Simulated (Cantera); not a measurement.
Feed: 1 mol HF, 0.61 mol O₂, 2.3 mol H₂, held at 3350 K and 1.20e7 Pa.

These are equilibrium values from Cantera (NASA tables, ideal gas, pure condensed phases), not measurements of a reactor. Candidate condensed phases: H₂O; 22 gas species. The ideal-gas law is rough above about 30 bar. Kinetics and transport are ignored.

Base state: H₂O 0.353, H₂ 0.317, HF 0.298, H 0.0213, OH 0.0100, O 0.000396, F 0.000218, O₂ 0.000171 (mole fractions); condensed: gas only.

**Question.** What changes in the equilibrium state with this change: pressure from 1.20e7 Pa to 100000 Pa?

**Answer.** 
| species | before | after |
|---|---|---|
| H₂ | 0.317 | 0.250 |
| HF | 0.298 | 0.247 |
| H | 0.0213 | 0.207 |
| H₂O | 0.353 | 0.187 |
| O | 0.000396 | 0.0321 |
| OH | 0.0100 | 0.0655 |
| H₂F₂ | 5.20e-5 | 2.98e-7 |
| O₂ | 0.000171 | 0.00932 |
| F | 0.000218 | 0.00223 |
